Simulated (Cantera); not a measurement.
A closed system holds: 1 mol FeS2, 350 mol H2, 0.22 mol H2O, held at 49000 Pa.

Equilibrium computed with Cantera from the NASA thermochemical tables; the gas is ideal and each condensed phase is pure. Candidate condensed phases: Fe, FeO, Fe(OH)2, Fe(OH)3, FeS, FeSO4, FeS2, Fe2O3, Fe2(SO4)3, Fe3O4, H2O, H2SO4, S; 22 gas species. Mutual solubility and eutectic melting of coexisting phases are not modelled. FeS: taken at fixed stoichiometry. Kinetics and transport are ignored.

x: gas mole fraction; n: condensed amount in mol.

```csv
T (°C),x H2,x H2S,x H2O,x H,x SH,x Fe,n FeS(s),n Fe(α),n Fe(γ),n Fe(δ),n Fe(l)
652,0.997,0.00286,0.000628,3.71e-10,4.96e-9,<1e-12,1.00,0,0,0,0
727,0.997,0.00286,0.000628,3.24e-9,2.47e-8,<1e-12,1.00,0,0,0,0
802,0.997,0.00286,0.000628,2.09e-8,9.81e-8,<1e-12,1.00,0,0,0,0
877,0.996,0.00314,0.000628,1.06e-7,3.59e-7,1.75e-11,0.901,0.0989,0,0,0
952,0.995,[?],0.000628,[?],[?],[?],[?],0,[?],0,0
1027,0.994,0.00570,0.000628,1.58e-6,4.77e-6,2.23e-9,0,0,1.000,0,0
1102,0.994,0.00570,0.000628,4.88e-6,1.09e-5,1.68e-8,0,0,1.000,0,0
1177,0.994,0.00568,0.000628,1.35e-5,2.30e-5,1.02e-7,0,0,1.000,0,0
1252,0.994,0.00565,0.000628,3.37e-5,4.49e-5,5.16e-7,0,0,1.000,0,0
1327,0.994,0.00560,0.000628,7.74e-5,8.18e-5,2.24e-6,0,0,0.999,0,0
1402,0.994,0.00552,0.000628,[?],[?],[?],0,0,0,0.997,0
1477,0.993,0.00540,0.000628,0.000331,0.000228,2.84e-5,0,0,0,0.990,0
1552,0.993,0.00523,0.000628,0.000627,0.000352,8.54e-5,0,0,0,0,0.970
```

Q: Complete the blanks.

A: 
- 952, x H2S: 0.00483
- 952, x H: 4.44e-7
- 952, x SH: 1.59e-6
- 952, x Fe: 2.30e-10
- 952, n FeS(s): 0.308
- 952, n Fe(γ): 0.692
- 1402, x H: 0.000165
- 1402, x SH: 0.000140
- 1402, x Fe: 8.47e-6
